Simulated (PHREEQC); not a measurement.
A solution holds 0.02 mol/kgw NH4HF2, 0.00051 mol/kgw H2SiF6 and 0.02 mol/kgw HCl, at 80 °C. Closed to the air; pH follows from the charge balance.

The numbers come from PHREEQC with the ion-association model, wateq4f.dat.

| Item | Value |
|---|---|
| pH | 2.45 |
| ionic strength | 0.0246 mol/kgw |
| total alkalinity | -43.1 meq/kg |

```csv
species,molality,activity,log γ
HF,0.0357,0.0359,0.002
Cl-,0.0200,0.0168,-0.075
NH4+,0.0200,0.0169,-0.073
H+,0.00412,0.00358,-0.061
F-,0.00269,0.00226,-0.076
SiF6-2,0.000509,0.000265,-0.283
HF2-,0.000414,0.000348,-0.076
H2F2,0.000382,0.000384,0.002
H4SiO4,5.69e-7,5.72e-7,0.002
NH3,6.97e-8,6.97e-8,0.000
```

No solid was allowed to form. Species that the database lacks are ignored. Constants without temperature data keep their 25 °C values here. SiF6-2 is the database's only silicon fluoride.
